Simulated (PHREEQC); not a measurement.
A solution holds 0.049 mol/kgw Al2(SO4)3, at 25 °C. Closed to the air; pH follows from the charge balance.

All values are PHREEQC results (ion-association model, wateq4f.dat), not measurements.

No solid was allowed to form.

Q: Order these Al species by the share of Al that they hold, largest first: Al+3, AlSO4+, Al(SO4)2-, AlOH+2.

A: AlSO4+ (66 %), Al(SO4)2- (24 %), Al+3 (9.6 %), AlOH+2 (0.33 %)

Q: Order these S species by the share of S that they hold, largest first: HSO4-, SO4-2, Al(SO4)2-, AlSO4+.

A: AlSO4+ (44 %), Al(SO4)2- (32 %), SO4-2 (24 %), HSO4- (0.13 %)

The pH is 3.90 and the ionic strength 0.158 mol/kgw. The solution is supersaturated, for example in Basaluminite, Gibbsite (slow to form), so a real one may precipitate; this is no full list. Complexes and solids missing from the database can't appear.
